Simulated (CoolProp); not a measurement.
Water along the isotherm 52.05 °C: Z from the reference equation and from simpler models built on Tc = 373.9 °C, pc = 22.06 MPa, ω = 0.344; each cubic takes its own stable root.

Model: reference Helmholtz-energy equation of state, Wagner 2002, in CoolProp.

```csv
p (MPa),phase,reference,van der Waals,Redlich-Kwong,Soave-Redlich-Kwong,Peng-Robinson
6.25,liquid,0.04207,0.08576,0.05789,0.05615,0.04995
12.5,liquid,0.08392,0.1708,0.1156,0.1122,0.09981
18.8,liquid,0.1259,0.2559,0.1735,0.1685,0.1500
25,liquid,0.1670,0.3391,0.2303,0.2238,0.1993
31.2,liquid,0.2078,___,0.2869,0.2790,0.2484
37.5,liquid,0.2492,0.5052,0.3443,0.3350,0.2983
43.8,liquid,___,0.5883,0.4015,0.3909,0.3482
50,liquid,0.3306,0.6695,___,0.4458,0.3971
56.2,liquid,0.3707,0.7504,0.5136,0.5005,0.4460
62.5,liquid,0.4113,0.8323,0.5703,0.5561,0.4955
68.8,liquid,___,0.9137,0.6269,0.6115,0.5450
75,liquid,___,0.9936,0.6824,0.6660,0.5937
81.2,liquid,0.5306,1.073,0.7378,0.7203,0.6423
87.5,liquid,0.5705,1.154,0.7939,0.7755,0.6915
93.8,liquid,0.6102,1.234,0.8499,0.8306,0.7408
100,liquid,0.6491,1.313,0.9050,0.8847,0.7891
```

Problem. What belongs in the gaps?

Solution. 
- 31.2, van der Waals: 0.4218
- 43.8, reference: 0.2903
- 50, Redlich-Kwong: 0.4576
- 68.8, reference: 0.4516
- 75, reference: 0.4912
